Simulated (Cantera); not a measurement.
Ignition delay

Mixture: CH₄ : H₂ : O₂ : N₂ : H₂O = 1 : 0.2 : 1.11 : 4.16 : 0.63 (molar parts), equivalence ratio 1.9, at 18.0 bar, adiabatic and at constant pressure. Ignition delay is the time to a rise of 400 K.

Cantera simulation using GRI-Mech 3.0 (53 species, 325 reactions); the numbers are that mechanism's predictions, not measurements. The pressure lies above the range GRI-Mech 3.0 was tuned for (to about 10 atm). Below about 1000 K GRI-Mech 3.0 lacks low-temperature oxidation paths.

```json
[
 {"T0 (K)": "975", "delay (ms)": "14.9"},
 {"T0 (K)": "1050", "delay (ms)": "3.48"},
 {"T0 (K)": "1125", "delay (ms)": "1.16"},
 {"T0 (K)": "1200", "delay (ms)": "0.526"},
 {"T0 (K)": "1275", "delay (ms)": "0.291"},
 {"T0 (K)": "1350", "delay (ms)": "0.175"},
 {"T0 (K)": "1425", "delay (ms)": "0.109"},
 {"T0 (K)": "1500", "delay (ms)": "0.0670"},
 {"T0 (K)": "1575", "delay (ms)": "0.0408"}
]
```

| Quantity | Value |
|---|---|
| apparent activation energy between 1425 and 1575 K | 120 kJ/mol |
